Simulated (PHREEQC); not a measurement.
Solution (72 °C): 0.0061 mol HBr, 9.1e-05 mol KCl and 0.026 mol MgCl2 per kg of water. Closed to the air; pH follows from the charge balance.

Equilibrium calculation in PHREEQC: ion-association model, phreeqc.dat.

Precipitation was switched off in this run.

Problem. What pH, density, specific conductance does the model give?

Solution. pH 2.30; density 0.979 g/cm³; specific conductance 16700 µS/cm.

Species that the database lacks are ignored. At this temperature some constants are extrapolated from 25 °C, and those without enthalpy data are left unchanged.
